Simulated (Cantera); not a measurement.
Charge: 1 mol BN, 2.3 mol N2, held at 2148 K and 75.0 Torr.

Equilibrium computed with Cantera from the NASA thermochemical tables; the gas is ideal and each condensed phase is pure. Candidate condensed phases: B, BN; 5 gas species. The numbers say what is thermodynamically allowed, not how fast it happens.

Base state: N2 1.000 (mole fractions); condensed: BN(s).

### Question
What changes in the equilibrium state with this change: temperature from 2148 K to 2600 K?

### Answer
```csv
species,before,after
N2,1.000,0.998
B,1.26e-6,0.00218
BN,3.05e-7,0.000224
"BN(s), mol",1.000,0
"B(l), mol",0,0.993
```

### Question
What changes in the equilibrium state with this change: BN replaced by SiC?

### Answer
```json
[
 {"species": "N2", "before": "1.000", "after": "1.000"},
 {"species": "Si", "before": "0", "after": "0.000201"},
 {"species": "SiC2", "before": "0", "after": "1.57e-5"},
 {"species": "SiN", "before": "0", "after": "1.19e-5"},
 {"species": "CN", "before": "0", "after": "1.08e-5"},
 {"species": "BN(s), mol", "before": "1.000", "after": "0"},
 {"species": "C(graphite), mol", "before": "0", "after": "0.000427"},
 {"species": "SiC(s), mol", "before": "0", "after": "0.999"}
]
```
The tables' values for SiN are old estimates; treat these amounts as uncertain. Further candidate phases: C, Si, SiC, Si3N4.
